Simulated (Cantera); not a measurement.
Feed: 1 mol MgO, 0.42 mol Br2, 0.017 mol O2, equilibrated at 1648 K.

These are equilibrium values from Cantera (NASA tables, ideal gas, pure condensed phases), not measurements of a reactor. Candidate condensed phases: Br2, Mg, MgBr2, MgO; 10 gas species. Kinetics and transport are ignored.

Task: At 10.0 bar, list the 4 most abundant gas species with their mole fractions, and the condensed phases.

Result: Br2 0.772, Br 0.170, O2 0.0426, MgBr2 0.0146. Condensed: MgO(s).
